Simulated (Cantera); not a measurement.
Charge: 1 mol Ti(OiPr)4, 0.96 mol CH4, 220 mol H2, held at 0.160 bar.

These are equilibrium values from Cantera (NASA tables, ideal gas, pure condensed phases), not measurements of a reactor. Candidate condensed phases: C, C6H6, C7H8, C8H18, H2O, Ti, TiC, TiO, TiO2, Ti2O3, Ti3O5, Ti4O7; 113 gas species. The feed counts by its element totals alone. Mutual solubility and eutectic melting of coexisting phases are not modelled. TiC: taken at fixed stoichiometry. The numbers say what is thermodynamically allowed, not how fast it happens.

x: gas mole fraction; n: condensed amount in mol.

```json
[
 {"T (K)": "1175", "x H2": "0.987", "x CO": "0.00977", "x CH4": "0.00299", "x H": "3.04e-7", "x C2H2 (acetylene)": "6.29e-8", "n C(graphite)": "9.93", "n Ti3O5(s)": "0.333", "n TiC(s)": "0"},
 {"T (K)": "1225", "x H2": "0.983", "x CO": "0.0152", "x CH4": "0.00203", "x H": "7.72e-7", "x C2H2 (acetylene)": "1.60e-7", "n C(graphite)": "8.07", "n Ti3O5(s)": "0.0730", "n TiC(s)": "0.781"},
 {"T (K)": "1275", "x H2": "0.982", "x CO": "0.0167", "x CH4": "0.00143", "x H": "1.83e-6", "x C2H2 (acetylene)": "3.77e-7", "n C(graphite)": "7.62", "n Ti3O5(s)": "0", "n TiC(s)": "1.00"},
 {"T (K)": "1325", "x H2": "0.982", "x CO": "0.0167", "x CH4": "…", "x H": "…", "x C2H2 (acetylene)": "…", "n C(graphite)": "7.72", "n Ti3O5(s)": "0", "n TiC(s)": "1.00"},
 {"T (K)": "1375", "x H2": "0.983", "x CO": "0.0167", "x CH4": "0.000769", "x H": "8.49e-6", "x C2H2 (acetylene)": "1.75e-6", "n C(graphite)": "7.78", "n Ti3O5(s)": "0", "n TiC(s)": "1.00"},
 {"T (K)": "1425", "x H2": "0.983", "x CO": "0.0167", "x CH4": "…", "x H": "…", "x C2H2 (acetylene)": "…", "n C(graphite)": "7.82", "n Ti3O5(s)": "0", "n TiC(s)": "1.00"},
 {"T (K)": "1475", "x H2": "0.983", "x CO": "0.0167", "x CH4": "0.000449", "x H": "3.21e-5", "x C2H2 (acetylene)": "6.55e-6", "n C(graphite)": "7.85", "n Ti3O5(s)": "0", "n TiC(s)": "1.00"},
 {"T (K)": "1525", "x H2": "0.983", "x CO": "0.0167", "x CH4": "0.000353", "x H": "5.86e-5", "x C2H2 (acetylene)": "1.19e-5", "n C(graphite)": "7.87", "n Ti3O5(s)": "0", "n TiC(s)": "1.00"},
 {"T (K)": "1575", "x H2": "0.983", "x CO": "0.0167", "x CH4": "0.000281", "x H": "0.000103", "x C2H2 (acetylene)": "2.07e-5", "n C(graphite)": "7.88", "n Ti3O5(s)": "0", "n TiC(s)": "1.00"},
 {"T (K)": "1625", "x H2": "0.983", "x CO": "0.0167", "x CH4": "0.000227", "x H": "0.000175", "x C2H2 (acetylene)": "3.50e-5", "n C(graphite)": "7.89", "n Ti3O5(s)": "0", "n TiC(s)": "1.00"},
 {"T (K)": "1675", "x H2": "0.983", "x CO": "0.0167", "x CH4": "0.000186", "x H": "0.000288", "x C2H2 (acetylene)": "5.71e-5", "n C(graphite)": "7.89", "n Ti3O5(s)": "0", "n TiC(s)": "1.00"}
]
```

**Question.** Some entries are withheld; supply them.

**Answer.** 
- 1325, x CH4: 0.00104
- 1325, x H: 4.05e-6
- 1325, x C2H2 (acetylene): 8.36e-7
- 1425, x CH4: 0.000582
- 1425, x H: 1.69e-5
- 1425, x C2H2 (acetylene): 3.46e-6
